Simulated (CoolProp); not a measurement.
Vapour-liquid equilibrium of neopentane (1) + n-pentane (2) at 0.392 MPa; x and y are mole fractions of (1).

Computed with CoolProp (multi-fluid Helmholtz-energy mixture model, Lemmon 2006 and Thol 2019; pair parameters Bell 2016).

Problem. Give the bubble temperature and the first vapour's composition at x = 0.15, 0.35, 0.95. Is there an azeotrope?

Solution. x = 0.15: 350.1 K, y = 0.248; x = 0.35: 343.5 K, y = 0.506; x = 0.95: 327.9 K, y = 0.973. No azeotrope shows between x = 0.05 and 0.95.

The pair parameters rest on a limited set of measurements; away from them the model extrapolates.
